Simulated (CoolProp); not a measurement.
Saturation properties of ammonia.

The numbers come from the reference Helmholtz-energy equation of state, Gao 2020 in CoolProp.

| T (K) | p (MPa) | vapour density (kg/m³) | surface tension (mN/m) | liquid viscosity (µPa s) |
|---|---|---|---|---|
| 246.5 | 0.1402 | 1.206 | 32.6 | 233 |
| 254.3 | 0.1999 | 1.682 | 30.7 | 211 |
| 262.1 | 0.2784 | 2.296 | 28.9 | 192 |
| 270 | 0.3810 | 3.087 | 27.0 | 176 |
| 277.8 | 0.5091 | 4.064 | 25.2 | 162 |
| 285.6 | 0.6685 | 5.272 | 23.4 | 149 |
| 293.4 | 0.8639 | 6.750 | 21.6 | 138 |
| 301.2 | 1.100 | 8.543 | 19.8 | 128 |
| 309.1 | 1.387 | 10.73 | 18.0 | 119 |

It boils at 239.8 K under 1 atm.

Viscosity comes from a separate model (Fenghour 1995). Surface tension comes from a separate correlation (Mulero 2012).
